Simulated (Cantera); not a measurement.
Carbothermic reduction: SiO₂ + CH₄ + CO + O₂

Charge: 1 mol SiO₂, 3 mol CH₄, 0.56 mol CO, 0.0011 mol O₂, equilibrated at 42.0 Pa.

These are equilibrium values from Cantera (NASA tables, ideal gas, pure condensed phases), not measurements of a reactor. Candidate condensed phases: C, C₆H₆, C₇H₈, C₈H₁₈, H₂O, Si, SiC, SiO₂; 123 gas species. Kinetics and transport are ignored.

```json
[
 {"T (K)": "1950", "x H₂": "0.660", "x CO": "0.289", "x H": "0.0454", "x Si": "0.00257", "x SiO": "0.00239", "x SiC₂": "8.38e-5", "x Si₂C": "5.67e-5", "n C(graphite)": "0.0562", "n SiC(s)": "0.954"},
 {"T (K)": "1975", "x H₂": "0.652", "x CO": "0.287", "x H": "0.0539", "x Si": "0.00384", "x SiO": "0.00252", "x SiC₂": "0.000141", "x Si₂C": "9.46e-5", "n C(graphite)": "0.0689", "n SiC(s)": "0.940"},
 {"T (K)": "2000", "x H₂": "0.642", "x CO": "0.285", "x H": "0.0636", "x Si": "0.00568", "x SiO": "0.00266", "x SiC₂": "0.000235", "x Si₂C": "0.000156", "n C(graphite)": "0.0868", "n SiC(s)": "0.920"},
 {"T (K)": "2025", "x H₂": "0.630", "x CO": "0.283", "x H": "0.0746", "x Si": "0.00833", "x SiO": "0.00279", "x SiC₂": "0.000387", "x Si₂C": "0.000253", "n C(graphite)": "0.112", "n SiC(s)": "0.891"},
 {"T (K)": "2050", "x H₂": "0.617", "x CO": "0.279", "x H": "0.0869", "x Si": "0.0121", "x SiO": "0.00291", "x SiC₂": "0.000628", "x Si₂C": "0.000407", "n C(graphite)": "0.148", "n SiC(s)": "0.850"},
 {"T (K)": "2075", "x H₂": "0.601", "x CO": "0.275", "x H": "0.101", "x Si": "0.0174", "x SiO": "0.00303", "x SiC₂": "0.00101", "x Si₂C": "0.000646", "n C(graphite)": "0.198", "n SiC(s)": "0.789"},
 {"T (K)": "2100", "x H₂": "0.582", "x CO": "0.271", "x H": "0.116", "x Si": "0.0248", "x SiO": "0.00314", "x SiC₂": "0.00160", "x Si₂C": "0.00101", "n C(graphite)": "0.270", "n SiC(s)": "0.702"},
 {"T (K)": "2125", "x H₂": "0.559", "x CO": "0.264", "x H": "0.133", "x Si": "0.0350", "x SiO": "0.00323", "x SiC₂": "0.00250", "x Si₂C": "0.00157", "n C(graphite)": "0.371", "n SiC(s)": "0.576"}
]
```
x: gas mole fraction; n: condensed amount in mol.

From 1950 K to 2125 K the condensed part is C(graphite) + SiC(s). The main Si-bearing gas is Si throughout. The share of Si in condensed phases is highest at 1950 K (95.4 %) and lowest at 2125 K (57.6 %).
